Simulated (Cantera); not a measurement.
**Metals in furnace atmospheres: Ti + CO₂ + CO**

Input: 1 mol Ti, 1.1 mol CO₂, 0.83 mol CO.

These are equilibrium values from Cantera (NASA tables, ideal gas, pure condensed phases), not measurements of a reactor. Candidate condensed phases: C, Ti, TiC, TiO, TiO₂, Ti₂O₃, Ti₃O₅, Ti₄O₇; 15 gas species. Mutual solubility and eutectic melting of coexisting phases are not modelled. TiC: taken at fixed stoichiometry. Condensed phases not in the tables: Magnéli phases beyond Ti₄O₇. Equilibrium is a limit: real reactors are often held back by kinetics, nucleation or transport.

Q: Map the stable condensed phases over T = 1100, 1150, 1200, 1250, 1300, 1350, 1400, 1450, 1500, 1550 K and P in Pa = 10, 35, 120, 440, 1600, 5500, 19000, 68000, 240000, 850000, 3000000.

A: 
```
T in K \ P in Pa
              10      35     120     440    1600    5500   19000   68000  240000  850000 3000000
   1550        A       A       A       A       A       A       A       B       B       C       D
   1500        A       A       A       A       A       A       E       B       B       C       D
   1450        A       A       A       A       A       A       B       B       C       D       D
   1400        A       A       A       A       A       E       B       C       D       D       D
   1350        A       A       A       A       E       B       C       C       D       D       D
   1300        A       A       A       A       B       B       C       D       D       D       D
   1250        A       A       A       B       B       C       D       D       D       D       D
   1200        A       A       E       B       C       D       D       D       D       D       D
   1150        A       A       B       C       D       D       D       D       D       D       D
   1100        A       B       C       D       D       D       D       D       D       D       D
```
A: TiC + Ti₂O₃; B: C + Ti₃O₅; C: C + Ti₄O₇; D: C + TiO₂; E: TiC + Ti₃O₅.
